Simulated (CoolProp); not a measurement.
Tetradecamethylhexasiloxane (MD4M) along the isobar 226 kPa: Z from the reference equation and from simpler models built on Tc = 653.2 K, pc = 828.6 kPa, ω = 0.800; each cubic takes its own stable root.

Values from CoolProp's reference Helmholtz-energy equation of state, Thol 2019.

```
T (K)   phase  reference
-----  ------  ---------
545    liquid    0.03677
552.2  liquid    0.03690
559.4  liquid    0.03708
566.6  liquid    0.03730
581       gas     0.7962
588.2     gas     0.8087
595.4     gas     0.8201
602.6     gas     0.8305
609.7     gas     0.8400
616.9     gas     0.8489
```

Task: How far does each simpler model (Redlich-Kwong, Soave-Redlich-Kwong, Peng-Robinson) lie from the reference over these 10 states: mean and median of the absolute difference, and the worst?

Result: 
- Redlich-Kwong: mean 861.3 %, median 6.9 %, worst +2157.4 % at 566.6 K and 226 kPa
- Soave-Redlich-Kwong: mean 7.1 %, median 3.7 %, worst +13.9 % at 566.6 K and 226 kPa
- Peng-Robinson: mean 1.2 %, median 1.3 %, worst +2.5 % at 581 K and 226 kPa

At some of these states Redlich-Kwong gives the other phase, because its saturation line lies elsewhere.
